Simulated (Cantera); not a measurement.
Feed: 1 mol AlI₃, 0.32 mol O₂, 130 mol N₂, 3.4 mol NH₃, equilibrated at 0.120 Torr.

Cantera equilibrium calculation (NASA polynomials, part measured and part estimated; ideal gas, pure solids and liquids). Candidate condensed phases: Al, AlI₃, AlN, Al₂O₃, H₂O, I₂; 41 gas species. Rates play no part.

### Question
At 427 °C, list the 6 most abundant gas species with their mole fractions, and the condensed phases.

### Answer
N₂ 0.952, H₂ 0.0270, HI 0.0198, I 0.00135, I₂ 0.000256, AlI₃ 2.35e-5. Condensed: AlN(s) + Al₂O₃(s).
